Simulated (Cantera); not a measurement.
An isothermal, constant-pressure homogeneous reactor starts with CH₂O : O₂ : N₂ = 0.0026 : 0.057 : 1 (molar parts), equivalence ratio 0.046, at 948 K and 3.90 bar.

Computed with Cantera and GRI-Mech 3.0 (53 species, 325 reactions). Below about 1000 K GRI-Mech 3.0 lacks low-temperature oxidation paths.

x: mole fraction; the columns are a selection and need not sum to one.

| t (s) | x CH₂O | x O₂ | x NO | x H₂O | x CO | x N₂O |
|---|---|---|---|---|---|---|
| 1.00e-5 | 0.00245 | 0.0538 | <1e-12 | 1.39e-11 | 4.04e-9 | <1e-12 |
| 2.64e-5 | 0.00245 | 0.0538 | <1e-12 | 4.34e-11 | 1.09e-8 | <1e-12 |
| 6.97e-5 | 0.00245 | 0.0538 | <1e-12 | 1.34e-10 | 3.01e-8 | <1e-12 |
| 0.000184 | 0.00245 | 0.0538 | <1e-12 | 5.48e-10 | 8.86e-8 | <1e-12 |
| 0.000486 | 0.00245 | 0.0538 | <1e-12 | 4.46e-9 | 2.99e-7 | <1e-12 |
| 0.00128 | 0.00245 | 0.0538 | <1e-12 | 6.42e-8 | 1.28e-6 | <1e-12 |
| 0.00339 | 0.00245 | 0.0538 | <1e-12 | [?] | [?] | 1.21e-12 |
| 0.00894 | 0.00239 | 0.0537 | <1e-12 | 2.17e-5 | 6.33e-5 | 9.25e-12 |
| 0.0236 | 0.00181 | 0.0533 | <1e-12 | 0.000394 | 0.000641 | 6.74e-11 |
| 0.0624 | 3.28e-7 | 0.0523 | <1e-12 | 0.00235 | 0.00217 | 1.29e-9 |
| 0.165 | 6.34e-11 | 0.0523 | <1e-12 | 0.00243 | 0.00194 | 6.06e-9 |
| 0.435 | 3.69e-12 | 0.0522 | <1e-12 | 0.00244 | 0.00187 | [?] |
| 1.15 | <1e-12 | 0.0522 | <1e-12 | 0.00244 | 0.00180 | 1.56e-8 |
| 3.03 | <1e-12 | 0.0521 | <1e-12 | 0.00244 | 0.00163 | 2.94e-8 |
| 8.00 | <1e-12 | 0.0520 | <1e-12 | 0.00245 | 0.00130 | 6.01e-8 |

Q: Fill in the missing entries.

A: 
- 0.00339, x H₂O: 1.12e-6
- 0.00339, x CO: 7.53e-6
- 0.435, x N₂O: 9.73e-9
